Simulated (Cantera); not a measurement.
Charge: 1 mol Si3H8, 0.31 mol HCl, 8.3 mol H2, at 18.0 mbar.

Cantera equilibrium calculation (NASA polynomials, part measured and part estimated; ideal gas, pure solids and liquids). Candidate condensed phases: Si; 19 gas species. The feed counts by its element totals alone. The numbers say what is thermodynamically allowed, not how fast it happens.

Over these rows the condensed part is Si(s). Partial pressures as log10 of bar:

```
T (K)  1000/T (1/K)  log p SiCl4  log p H2  log p HCl
-----  ------------  -----------  --------  ---------
1073         0.9320        -4.82     -1.75      -3.50
1148         0.8711        -5.42     -1.75      -3.43
1223         0.8177        -6.13     -1.75      -3.41
1298         0.7704        -6.81     -1.75      -3.41
1373         0.7283        -7.43     -1.75      -3.41
1448         0.6906            ?     -1.75      -3.41
```

Q: Fit log p(SiCl4) = a + b·(1000/T) to the five rows, give the apparent enthalpy, and predict the row at 1448 K.

A: Means: 1000/T = 0.8239, log p = -6.122. Sxy = 0.335783, Sxx = 0.0259535, so b = 12.94 and a = -6.122 − (12.94)×0.8239 = -16.78.
Apparent enthalpy: −19.145 × (12.94) = -248 kJ/mol. With the condensed phases at unit activity, Si(s) + 4 HCl(g) = SiCl4(g) + 2 H2(g) links this pressure to the main gases: over the six rows their terms move log p by +0.36 in all, so the slope isn't that reaction's ΔH° alone. The five rows lie within 0.10 of the line; that is curvature, so one enthalpy describes this range poorly.
Prediction at 1448 K: -16.78 + (12.94)×0.6906 = -7.84. The computed value is -7.98, 0.14 from the line.
